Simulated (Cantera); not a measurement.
Feed: 1 mol AlCl3, 260 mol NH3, 1.9 mol N2, 1.4 mol H2O, at 2800 Pa.

Method: chemical equilibrium by Gibbs-energy minimisation in Cantera with the NASA 1993 tables (ideal gas, pure condensed phases). Candidate condensed phases: Al, AlCl3, AlN, Al2O3, H2O, NH4Cl; 45 gas species. The numbers say what is thermodynamically allowed, not how fast it happens.

Task: At 1352 °C, list the 5 most abundant gas species with their mole fractions, and the condensed phases.

Result: H2 0.743, N2 0.251, HCl 0.00555, H 0.000363, AlCl 0.000150. Condensed: Al2O3(s).
